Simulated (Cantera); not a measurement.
Feed: 1 mol PbO, 4 mol CO, 0.2 mol H2, held at 1300 Pa.

Method: chemical equilibrium by Gibbs-energy minimisation in Cantera with the NASA 1993 tables (ideal gas, pure condensed phases). Candidate condensed phases: C, C6H6, C7H8, C8H18, H2O, Pb, PbO, PbO2, Pb3O4; 113 gas species. Equilibrium is a limit: real reactors are often held back by kinetics, nucleation or transport. All values below are at 998 K.

Base state: CO 0.722, CO2 0.229, H2 0.0390, H2O 0.00856, Pb 0.00119 (mole fractions); condensed: Pb(l).

### Question
What changes in the equilibrium state with this change: pressure from 1300 Pa to 36000 Pa?

### Answer
```json
[
 {"species": "CO", "before": "0.722", "after": "0.723"},
 {"species": "CO2", "before": "0.229", "after": "0.230"},
 {"species": "H2", "before": "0.0390", "after": "0.0390"},
 {"species": "Pb", "before": "0.00119", "after": "4.30e-5"},
 {"species": "CH4", "before": "3.37e-8", "after": "2.59e-5"},
 {"species": "H2O", "before": "0.00856", "after": "0.00856"},
 {"species": "Pb(l), mol", "before": "0.995", "after": "1.000"}
]
```
